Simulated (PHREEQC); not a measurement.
Consider water at 20 °C with 0.18 mol NaHCO3 and 0.0005 mol K2HPO4 per kg of water. Closed to the air; pH follows from the charge balance.

Equilibrium calculation in PHREEQC: ion-association model, wateq4f.dat.

No solid was allowed to form.

Q: Predict the pH, activity of water, ionic strength.

A: pH 8.00; activity of water 0.994; ionic strength 0.173 mol/kgw.

Q: In which forms is C present?

A: HCO3- 92 %, NaHCO3 4.8 %, CO2 1.6 %, CO3-2 0.9 %, NaCO3- 0.7 % of the C.

H3PO4, which wateq4f.dat lacks, is added to it with the constant of phreeqc.dat.
